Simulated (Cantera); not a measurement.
A Cantera script and what it prints.

```python
import numpy as np
import cantera as ct

gas_names = """
    C CN CO CO2 C2 CCN CNC C2N2 C2O C3 C3O2 C4 C4N2 C5 Cu CuO Cu2 N NCO NO NO2 NO3 N2 N2O O O2 O3
""".split()
cond_names = """
    C(gr) Cu(cr) Cu(L) CuO(s) Cu2O(s) Cu2O(L)
""".split()


def load(file, names, dense=False):
    # The tables refer to 1 bar. Condensed volumes are neglected.
    table = {s.name: s for s in ct.Species.list_from_file(file)}
    out = []
    for n in names:
        d = dict(table[n].input_data)
        d["thermo"] = dict(d["thermo"], **{"reference-pressure": 1e5})
        if dense:
            d["equation-of-state"] = {"model": "constant-volume", "density": "1e6 g/cm^3"}
        out.append(ct.Species.from_dict(d))
    return out


gas = ct.Solution(thermo="ideal-gas", species=load("nasa_gas.yaml", gas_names))
cond = {s.name: ct.Solution(thermo="fixed-stoichiometry", species=[s], name=s.name)
        for s in load("nasa_condensed.yaml", cond_names, dense=True)}
atoms = {
    'CuO': {'Cu': 1, 'O': 1},
    'C': {'C': 1},
    'N2': {'N': 2},
}
top_T = {'C(gr)': 4500, 'CuO(s)': 1390}  # K; cautious upper limits of use, not melting points


def equilibrate(T, P, feed):
    n = {}
    for name, mol in feed.items():
        for a, k in atoms[name].items():
            n[a] = n.get(a, 0.0) + k * mol
    gas.TPX = T, P, n
    mass = sum(n.values()) * gas.mean_molecular_weight
    gas.equilibrate("TP")
    valid = [c for c in cond.values() if c.min_temp <= T <= top_T.get(c.name, c.max_temp)]
    mix = ct.Mixture([(gas, mass / gas.mean_molecular_weight)] + [(c, 0.0) for c in valid])
    mix.T, mix.P = T, P
    mix.equilibrate("TP", solver="vcs", rtol=1e-11, max_steps=5000)
    return mix


results = []
P = 17  # Pa
for T in [923, 998, 1073, 1148, 1223, 1298, 1373, 1448, 1523, 1598, 1673]:
    for m in [0.37, 0.85, 1.3, 1.8, 2.3, 2.7, 3.2, 3.7, 4.2, 4.6, 5.1, 5.6, 6]:
        feed = {'CuO': 1, 'C': m, 'N2': 2.5}  # mol
        mix = equilibrate(T, P, feed)
        results.append((T, P, feed, dict(zip(mix.species_names, mix.species_moles))))

for T, P, feed, n in results:
    print(f"{T:7g} {feed['C']:10.4g}  " + (" + ".join(c for c in cond_names if n.get(c, 0) > 1e-12) or "gas only"))
```

Output:

```
    923       0.37  Cu(cr) + Cu2O(s)
    923       0.85  Cu(cr)
    923        1.3  C(gr) + Cu(cr)
    923        1.8  C(gr) + Cu(cr)
    923        2.3  C(gr) + Cu(cr)
    923        2.7  C(gr) + Cu(cr)
    923        3.2  C(gr) + Cu(cr)
    923        3.7  C(gr) + Cu(cr)
    923        4.2  C(gr) + Cu(cr)
    923        4.6  C(gr) + Cu(cr)
    923        5.1  C(gr) + Cu(cr)
    923        5.6  C(gr) + Cu(cr)
    923          6  C(gr) + Cu(cr)
    998       0.37  Cu(cr) + Cu2O(s)
    998       0.85  Cu(cr)
    998        1.3  C(gr) + Cu(cr)
    998        1.8  C(gr) + Cu(cr)
    998        2.3  C(gr) + Cu(cr)
    998        2.7  C(gr) + Cu(cr)
    998        3.2  C(gr) + Cu(cr)
    998        3.7  C(gr) + Cu(cr)
    998        4.2  C(gr) + Cu(cr)
    998        4.6  C(gr) + Cu(cr)
    998        5.1  C(gr) + Cu(cr)
    998        5.6  C(gr) + Cu(cr)
    998          6  C(gr) + Cu(cr)
   1073       0.37  Cu(cr) + Cu2O(s)
   1073       0.85  Cu(cr)
   1073        1.3  C(gr) + Cu(cr)
   1073        1.8  C(gr) + Cu(cr)
   1073        2.3  C(gr) + Cu(cr)
   1073        2.7  C(gr) + Cu(cr)
   1073        3.2  C(gr) + Cu(cr)
   1073        3.7  C(gr) + Cu(cr)
   1073        4.2  C(gr) + Cu(cr)
   1073        4.6  C(gr) + Cu(cr)
   1073        5.1  C(gr) + Cu(cr)
   1073        5.6  C(gr) + Cu(cr)
   1073          6  C(gr) + Cu(cr)
   1148       0.37  Cu(cr) + Cu2O(s)
   1148       0.85  Cu(cr)
   1148        1.3  C(gr) + Cu(cr)
   1148        1.8  C(gr) + Cu(cr)
   1148        2.3  C(gr) + Cu(cr)
   1148        2.7  C(gr) + Cu(cr)
   1148        3.2  C(gr) + Cu(cr)
   1148        3.7  C(gr) + Cu(cr)
   1148        4.2  C(gr) + Cu(cr)
   1148        4.6  C(gr) + Cu(cr)
   1148        5.1  C(gr) + Cu(cr)
   1148        5.6  C(gr) + Cu(cr)
   1148          6  C(gr) + Cu(cr)
   1223       0.37  Cu(cr) + Cu2O(s)
   1223       0.85  Cu(cr)
   1223        1.3  C(gr) + Cu(cr)
   1223        1.8  C(gr) + Cu(cr)
   1223        2.3  C(gr) + Cu(cr)
   1223        2.7  C(gr) + Cu(cr)
   1223        3.2  C(gr) + Cu(cr)
   1223        3.7  C(gr) + Cu(cr)
   1223        4.2  C(gr) + Cu(cr)
   1223        4.6  C(gr) + Cu(cr)
   1223        5.1  C(gr) + Cu(cr)
   1223        5.6  C(gr) + Cu(cr)
   1223          6  C(gr) + Cu(cr)
   1298       0.37  Cu(cr) + Cu2O(s)
   1298       0.85  Cu(cr)
   1298        1.3  C(gr) + Cu(cr)
   1298        1.8  C(gr) + Cu(cr)
   1298        2.3  C(gr) + Cu(cr)
   1298        2.7  C(gr) + Cu(cr)
   1298        3.2  C(gr) + Cu(cr)
   1298        3.7  C(gr) + Cu(cr)
   1298        4.2  C(gr) + Cu(cr)
   1298        4.6  C(gr) + Cu(cr)
   1298        5.1  C(gr) + Cu(cr)
   1298        5.6  C(gr) + Cu(cr)
   1298          6  C(gr) + Cu(cr)
   1373       0.37  Cu(L) + Cu2O(s)
   1373       0.85  Cu(L)
   1373        1.3  C(gr) + Cu(L)
   1373        1.8  C(gr) + Cu(L)
   1373        2.3  C(gr) + Cu(L)
   1373        2.7  C(gr) + Cu(L)
   1373        3.2  C(gr) + Cu(L)
   1373        3.7  C(gr) + Cu(L)
   1373        4.2  C(gr) + Cu(L)
   1373        4.6  C(gr) + Cu(L)
   1373        5.1  C(gr) + Cu(L)
   1373        5.6  C(gr) + Cu(L)
   1373          6  C(gr) + Cu(L)
   1448       0.37  Cu(L)
   1448       0.85  Cu(L)
   1448        1.3  C(gr) + Cu(L)
   1448        1.8  C(gr) + Cu(L)
   1448        2.3  C(gr) + Cu(L)
   1448        2.7  C(gr) + Cu(L)
   1448        3.2  C(gr) + Cu(L)
   1448        3.7  C(gr) + Cu(L)
   1448        4.2  C(gr) + Cu(L)
   1448        4.6  C(gr) + Cu(L)
   1448        5.1  C(gr) + Cu(L)
   1448        5.6  C(gr) + Cu(L)
   1448          6  C(gr) + Cu(L)
   1523       0.37  Cu(L)
   1523       0.85  Cu(L)
   1523        1.3  C(gr) + Cu(L)
   1523        1.8  C(gr) + Cu(L)
   1523        2.3  C(gr) + Cu(L)
   1523        2.7  C(gr) + Cu(L)
   1523        3.2  C(gr) + Cu(L)
   1523        3.7  C(gr) + Cu(L)
   1523        4.2  C(gr) + Cu(L)
   1523        4.6  C(gr) + Cu(L)
   1523        5.1  C(gr) + Cu(L)
   1523        5.6  C(gr) + Cu(L)
   1523          6  C(gr) + Cu(L)
   1598       0.37  Cu(L)
   1598       0.85  Cu(L)
   1598        1.3  C(gr)
   1598        1.8  C(gr)
   1598        2.3  C(gr)
   1598        2.7  C(gr)
   1598        3.2  C(gr)
   1598        3.7  C(gr)
   1598        4.2  C(gr)
   1598        4.6  C(gr)
   1598        5.1  C(gr)
   1598        5.6  C(gr)
   1598          6  C(gr)
   1673       0.37  gas only
   1673       0.85  gas only
   1673        1.3  C(gr)
   1673        1.8  C(gr)
   1673        2.3  C(gr)
   1673        2.7  C(gr)
   1673        3.2  C(gr)
   1673        3.7  C(gr)
   1673        4.2  C(gr)
   1673        4.6  C(gr)
   1673        5.1  C(gr)
   1673        5.6  C(gr)
   1673          6  C(gr)
```

Cantera equilibrium calculation (NASA polynomials, part measured and part estimated; ideal gas, pure solids and liquids). Mutual solubility and eutectic melting of coexisting phases are not modelled.
